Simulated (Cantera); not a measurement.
A perfectly stirred reactor is fed with CH4 : H2 : O2 : N2 = 1 : 0.6 : 3.11 : 11.7 (molar parts), equivalence ratio 0.74, at 7500 Torr; it is adiabatic with a 300 K inlet, and is followed from long to short residence time, starting on the burning branch (τ in s: 0.022, 0.011, 0.0053, 0.0026, 0.0013, 0.00062, 0.0003, 0.00015, 7.2e-05, 3.5e-05, 1.7e-05).

Model: GRI-Mech 3.0 (53 species, 325 reactions), integrated in Cantera.

Question: What does this change do: N2 11.7 to 8.3 parts?

Answer: 
| quantity | before | after |
|---|---|---|
| blow-out, bracketed by the residence times tried | burning at 72.0 µs, out at 35.0 µs | burning at 17.0 µs, the shortest tried |
| x(CH4) at τ = 22.0 ms | 7.75e-6 | 1.63e-6 |
| x(H2) at τ = 22.0 ms | 7.74e-5 | 0.000437 |
| x(O2) at τ = 22.0 ms | 0.0502 | 0.0621 |
| x(H2O2) at τ = 22.0 ms | 2.19e-7 | 6.38e-7 |
| x(OH) at τ = 22.0 ms | 0.000880 | 0.00375 |
| x(CH4) at τ = 0.620 ms | 0.000110 | 4.34e-5 |
| x(H2) at τ = 0.620 ms | 0.000608 | 0.000867 |
| x(O2) at τ = 0.620 ms | 0.0514 | 0.0639 |
| x(H2O2) at τ = 0.620 ms | 7.33e-7 | 7.77e-7 |
| x(OH) at τ = 0.620 ms | 0.00180 | 0.00462 |

Question: What does this change do: pressure from 7500 Torr to 825 Torr?

Answer: 
```tsv
quantity	before	after
blow-out, bracketed by the residence times tried	burning at 72.0 µs, out at 35.0 µs	burning at 0.150 ms, out at 72.0 µs
x(CH4) at τ = 22.0 ms	7.75e-6	1.64e-5
x(H2) at τ = 22.0 ms	7.74e-5	0.000665
x(O2) at τ = 22.0 ms	0.0502	0.0503
x(H2O2) at τ = 22.0 ms	2.19e-7	1.32e-7
x(OH) at τ = 22.0 ms	0.000880	0.00278
x(CH4) at τ = 0.620 ms	0.000110	0.000192
x(H2) at τ = 0.620 ms	0.000608	0.00446
x(O2) at τ = 0.620 ms	0.0514	0.0547
x(H2O2) at τ = 0.620 ms	7.33e-7	5.40e-7
x(OH) at τ = 0.620 ms	0.00180	0.00586
```
